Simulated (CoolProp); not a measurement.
Vapour-liquid equilibrium of R227EA (1) + isobutene (2) at 278.9 K; x and y are mole fractions of (1).

Computed with CoolProp (multi-fluid Helmholtz-energy mixture model, Lemmon 2016 and Lemmon 2005; pair parameters Bell 2016).

| x | bubble pressure (kPa) | y at the bubble point | dew pressure at overall composition x (kPa) | liquid density (mol/L) |
|---|---|---|---|---|
| 0.05 | 190.3 | 0.177 | ___ | 10.73 |
| 0.2 | 237.3 | 0.406 | 194.5 | 10.26 |
| 0.35 | 257.3 | ___ | ___ | ___ |
| 0.5 | 266.7 | 0.575 | 256.5 | 9.474 |
| 0.65 | 269.9 | 0.650 | 269.9 | ___ |
| 0.8 | 265.7 | ___ | ___ | 8.901 |
| 0.95 | 249.7 | 0.921 | 246.6 | 8.680 |

What belongs in the gaps?


- 0.05, dew pressure at overall composition x (kPa): 169.8
- 0.35, y at the bubble point: 0.504
- 0.35, dew pressure at overall composition x (kPa): 224.9
- 0.35, liquid density (mol/L): 9.838
- 0.65, liquid density (mol/L): 9.163
- 0.8, y at the bubble point: 0.755
- 0.8, dew pressure at overall composition x (kPa): 262.0

y crosses x between x = 0.65 and 0.8: the model has an azeotrope there.

The pair parameters rest on a limited set of measurements; away from them the model extrapolates.
